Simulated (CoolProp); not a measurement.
Computed with CoolProp (reference Helmholtz-energy equation of state, Gao 2016).

Question: For sulfur dioxide, give the phase and the cp (kJ/(kg K)), speed of sound (m/s) at 84.15 °C and 0.374 MPa; 131.15 °C and 0.374 MPa.

Answer: 
- 84.15 °C and 0.374 MPa: gas; cp 0.700, speed of sound 236
- 131.15 °C and 0.374 MPa: gas; cp 0.705, speed of sound 251
